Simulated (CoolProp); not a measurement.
Properties of oxygen along the isotherm 163.1 K (Tc = 154.6 K, pc = 5.046 MPa, ω = 0.022).

The numbers come from the reference Helmholtz-energy equation of state, Schmidt 1985 in CoolProp.

```csv
p (MPa),phase,density (kg/m³),cp (kJ/(kg K)),expansivity (1/kK),fugacity coefficient
0.00798,gas,0.1884,0.9104,6.139,0.9996
0.0129,gas,0.3046,0.9108,6.145,0.9993
0.0208,gas,0.4914,0.9114,6.153,0.9988
0.0336,gas,0.7944,0.9124,6.166,0.9981
0.0544,gas,1.288,0.9140,6.188,0.9969
0.0878,gas,2.082,0.9166,6.223,0.9951
0.142,gas,3.378,0.9209,6.281,0.9920
0.229,gas,5.475,0.9278,6.376,0.9872
0.37,gas,8.919,0.9396,6.536,0.9793
0.598,gas,14.61,0.9597,(withheld),0.9666
0.967,gas,24.18,(withheld),7.299,(withheld)
1.56,gas,40.61,1.064,8.233,(withheld)
2.52,gas,70.64,1.216,10.31,0.8613
```

Question: Some entries are withheld; supply them.

Answer: 
- 0.598, expansivity (1/kK): 6.809
- 0.967, cp (kJ/(kg K)): 0.9956
- 0.967, fugacity coefficient: 0.9461
- 1.56, fugacity coefficient: 0.9135
